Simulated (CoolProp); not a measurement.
Vapour-liquid equilibrium of propane (1) + R227EA (2) at 616 kPa; x and y are mole fractions of (1).

Model: multi-fluid Helmholtz-energy mixture model, Lemmon 2009 and Lemmon 2016; pair parameters Bell 2016, in CoolProp.

| x | bubble temperature (K) | y at the bubble point | dew temperature at overall composition x (K) | liquid density (mol/L) |
|---|---|---|---|---|
| 0.05 | 302.6 | 0.172 | 306.8 | 8.114 |
| 0.2 | 290.5 | 0.480 | 301.6 | … |
| 0.35 | 284.6 | 0.615 | … | 9.114 |
| 0.5 | 281.9 | 0.685 | 289.7 | … |
| 0.65 | 280.5 | 0.738 | 283.2 | … |
| 0.8 | 279.9 | 0.804 | 279.9 | 10.71 |
| 0.95 | 280.9 | 0.928 | 281.2 | 11.45 |

### Question
What belongs in the gaps?

### Answer

- 0.2, liquid density (mol/L): 8.662
- 0.35, dew temperature at overall composition x (K): 295.9
- 0.5, liquid density (mol/L): 9.565
- 0.65, liquid density (mol/L): 10.08

y crosses x between x = 0.8 and 0.95: the model has an azeotrope there.

Pair parameters are fitted to limited data, so mixtures are less certain than the pure fluids.
